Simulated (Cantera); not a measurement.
Mixture: 13.7 % CH₄, 17.1 % O₂, 64.3 % N₂, 4.92 % H₂, equivalence ratio 1.7, at 1500000 Pa, adiabatic and at constant volume. Ignition delay is the time to a rise of 400 K.

Model: GRI-Mech 3.0 (53 species, 325 reactions), integrated in Cantera. The pressure lies above the range GRI-Mech 3.0 was tuned for (to about 10 atm).

### Question
Predict: delay at 1250 K; delay at 1350 K; delay at 1450 K; delay at 1550 K; delay at 1650 K; apparent activation energy between 1550 and 1650 K.

### Answer
- delay at 1250 K = 0.220 ms
- delay at 1350 K = 0.108 ms
- delay at 1450 K = 55.9 µs
- delay at 1550 K = 29.5 µs
- delay at 1650 K = 15.7 µs
- apparent activation energy between 1550 and 1650 K = 130 kJ/mol
